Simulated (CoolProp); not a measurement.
Fluorine at 295 K and 3.29 MPa is throttled through a valve to 0.823 MPa with no heat exchange. Each further row changes one setting.

The numbers come from the reference Helmholtz-energy equation of state, de Reuck 1990 in CoolProp.

```csv
case,temperature change (K),final density (kg/m³)
as stated,[?],13.0
outlet pressure 0.247 MPa,-5.9,[?]
outlet pressure 1.07 MPa,[?],[?]
```

### Question
What belongs in the gaps?

### Answer

- as stated, temperature change (K): -4.8
- outlet pressure 0.247 MPa, final density (kg/m³): 3.91
- outlet pressure 1.07 MPa, temperature change (K): -4.3
- outlet pressure 1.07 MPa, final density (kg/m³): 16.9
